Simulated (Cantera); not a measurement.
Input: 1 mol C2F6, 1.6 mol HCl, held at 610 Pa.

Equilibrium computed with Cantera from the NASA thermochemical tables; the gas is ideal and each condensed phase is pure. Candidate condensed phases: C, C6H6, C7H8, C8H18; 135 gas species. Ions and electrons are included (thermal ionisation). The feed counts by its element totals alone. The tables' values for CCl are old estimates; treat these amounts as uncertain. Gases not in the tables: C2F6 and larger saturated fluorocarbons. Kinetics and transport are ignored.

log p: log10 of the partial pressure in bar; n: condensed amount in mol.

| T (K) | log p F | log p HF | log p Cl | log p CF4 | log p C | log p H | log p CF2 | log p CF | log p C3 | log p C2 | n C(graphite) |
|---|---|---|---|---|---|---|---|---|---|---|---|
| 2000 | -3.68 | -2.67 | -2.68 | -2.92 | -10.52 | -7.96 | -3.41 | -6.01 | -10.56 | -11.63 | ___ |
| 2500 | -2.61 | -2.84 | -2.84 | -5.28 | -6.78 | -6.11 | -3.16 | -4.10 | -6.30 | -7.34 | ___ |
| 3000 | -2.53 | -2.95 | -2.92 | -9.40 | -4.30 | -4.22 | -4.29 | -3.47 | -3.51 | -4.50 | ___ |
| 3500 | -2.49 | -3.39 | -3.00 | -13.17 | -3.30 | -3.23 | -5.90 | -3.82 | -3.86 | -4.03 | 0 |
| 4000 | -2.49 | -4.35 | -3.05 | <-14 | -2.99 | -3.08 | -7.60 | -4.55 | -5.44 | -4.56 | 0 |
| 4500 | -2.49 | -5.21 | -3.06 | <-14 | -2.97 | -3.06 | -9.15 | -5.34 | -7.31 | -5.40 | 0 |
| 5000 | -2.49 | -5.91 | -3.06 | <-14 | -2.96 | -3.06 | -10.41 | -5.99 | -8.86 | -6.11 | 0 |

### Question
Fill in the missing entries.

### Answer

- 2000, n C(graphite): 0.788
- 2500, n C(graphite): 1.13
- 3000, n C(graphite): 0.0318
